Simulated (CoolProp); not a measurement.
Saturation properties of acetone (Tc = 508.1 K, pc = 4.692 MPa, ω = 0.307).

Values from CoolProp's reference Helmholtz-energy equation of state, Lemmon 2006. It is a short technical equation, of lower accuracy than the large ones.

```tsv
T (K)	p (MPa)	liquid density (kg/m³)	vapour Z	surface tension (mN/m)
302.2	0.03649	780.1	…	22.2
307.9	0.04606	773.6	0.9676	21.5
313.7	0.05779	767.0	0.9628	20.8
319.4	…	760.5	0.9578	20.1
325.1	0.08781	…	0.9523	…
330.8	0.1069	747.1	0.9463	18.7
336.5	…	740.3	0.9398	18.0
342.3	0.1554	733.2	0.9328	17.3
348	0.1850	726.2	…	16.6
353.7	0.2190	719.1	…	15.9
359.4	0.2575	711.9	0.9088	15.2
365.1	0.3012	704.5	0.8998	14.5
370.9	0.3512	696.8	0.8899	13.9
```

**Question.** What belongs in the gaps?

**Answer.** 
- 302.2, vapour Z: 0.9718
- 319.4, p (MPa): 0.07155
- 325.1, liquid density (kg/m³): 753.8
- 325.1, surface tension (mN/m): 19.4
- 336.5, p (MPa): 0.1291
- 348, vapour Z: 0.9253
- 353.7, vapour Z: 0.9173

It boils at 329.2 K under 1 atm.

Surface tension comes from a separate correlation (Mulero 2012).
